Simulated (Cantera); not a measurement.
Input (Python, Cantera) and output of one run.

```python
import numpy as np
import cantera as ct

gas_names = """
    F FO FO2 F2 F2O H HF HNO HNO2 HNO3 HOF HO2 H2 H2F2 H2O H2O2 H3F3 H4F4 H5F5 H6F6 H7F7 N NF NF2 NF3 NH
    NH2 NH3 NH2OH NO NO2 NO3 N2 N2H2 N2H4 N2O O OH O2 O3
""".split()
cond_names = """
    H2O(s) H2O(L)
""".split()


# ... load() reads the species with a 1 bar reference pressure and builds the phases ...
atoms = {
    'NF3': {'N': 1, 'F': 3},
    'H2O': {'H': 2, 'O': 1},
    'N2': {'N': 2},
}
top_T = {}  # K; cautious upper limits of use, not melting points


# ... equilibrate(T, P, feed) seeds the gas with the atoms and calls Mixture.equilibrate('TP', solver="vcs", rtol=1e-11, max_steps=5000) ...
results = []
feed = {'NF3': 1, 'H2O': 4.8, 'N2': 2}  # mol
T = 725  # K
P = 680000  # Pa
mix = equilibrate(T, P, feed)
results.append((T, P, feed, dict(zip(mix.species_names, mix.species_moles))))
x = sorted(zip(gas.X, gas.species_names), reverse=True)
print(f"T = {T:g} K  P = {P:g} Pa  gas = {mix.phase_moles(0):.4g} mol")
print("   x: " + "  ".join(f"{s} {v:.3e}" for v, s in x if v > 1e-05))
print("   condensed (mol): " + ("  ".join(f"{mix.phase(i).name} {mix.phase_moles(i):.4g}"
      for i in range(1, mix.n_phases) if mix.phase_moles(i) > 1e-12) or "none"))
```

It prints:

```
T = 725 K  P = 680000 Pa  gas = 9.549 mol
   x: H2O 3.456e-01  HF 3.140e-01  N2 2.618e-01  O2 7.854e-02  H2F2 1.014e-04
   condensed (mol): none
```

These are equilibrium values from Cantera (NASA tables, ideal gas, pure condensed phases), not measurements of a reactor.
